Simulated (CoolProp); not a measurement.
Saturated liquid density (kg/m³) of water: the reference equation beside estimates from Tc = 373.9 °C, pc = 22060 kPa, ω = 0.344.

Model: reference Helmholtz-energy equation of state, Wagner 2002, in CoolProp.

```json
[
 {"T (°C)": "125.65", "reference": "(withheld)", "van der Waals": "450.3", "Redlich-Kwong": "661.5", "Peng-Robinson": "780.7"},
 {"T (°C)": "131.45", "reference": "933.6", "van der Waals": "447.4", "Redlich-Kwong": "656.5", "Peng-Robinson": "775.9"},
 {"T (°C)": "137.35", "reference": "928.5", "van der Waals": "444.4", "Redlich-Kwong": "651.4", "Peng-Robinson": "770.9"},
 {"T (°C)": "143.15", "reference": "923.3", "van der Waals": "441.5", "Redlich-Kwong": "646.2", "Peng-Robinson": "765.8"},
 {"T (°C)": "149.05", "reference": "917.9", "van der Waals": "438.4", "Redlich-Kwong": "640.9", "Peng-Robinson": "(withheld)"},
 {"T (°C)": "154.85", "reference": "(withheld)", "van der Waals": "435.4", "Redlich-Kwong": "(withheld)", "Peng-Robinson": "755.3"},
 {"T (°C)": "160.75", "reference": "906.7", "van der Waals": "432.2", "Redlich-Kwong": "630.0", "Peng-Robinson": "749.7"},
 {"T (°C)": "166.55", "reference": "901.0", "van der Waals": "429.1", "Redlich-Kwong": "624.4", "Peng-Robinson": "744.1"},
 {"T (°C)": "172.35", "reference": "(withheld)", "van der Waals": "(withheld)", "Redlich-Kwong": "(withheld)", "Peng-Robinson": "738.4"},
 {"T (°C)": "178.25", "reference": "888.9", "van der Waals": "422.6", "Redlich-Kwong": "612.9", "Peng-Robinson": "732.4"},
 {"T (°C)": "184.05", "reference": "882.6", "van der Waals": "419.3", "Redlich-Kwong": "607.1", "Peng-Robinson": "726.4"},
 {"T (°C)": "189.95", "reference": "876.1", "van der Waals": "415.8", "Redlich-Kwong": "601.0", "Peng-Robinson": "720.0"},
 {"T (°C)": "195.75", "reference": "869.6", "van der Waals": "412.4", "Redlich-Kwong": "594.9", "Peng-Robinson": "713.6"},
 {"T (°C)": "201.65", "reference": "862.7", "van der Waals": "408.9", "Redlich-Kwong": "588.5", "Peng-Robinson": "(withheld)"}
]
```

### Question
Complete the blanks.

### Answer

- 125.65, reference: 938.5
- 149.05, Peng-Robinson: 760.6
- 154.85, reference: 912.4
- 154.85, Redlich-Kwong: 635.5
- 172.35, reference: 895.0
- 172.35, van der Waals: 425.9
- 172.35, Redlich-Kwong: 618.8
- 201.65, Peng-Robinson: 706.9

Absolute difference from the reference over all 14 rows, mean and median: van der Waals 52.3 and 52.4 %, Redlich-Kwong 30.6 and 30.6 %, Peng-Robinson 17.4 and 17.4 %.
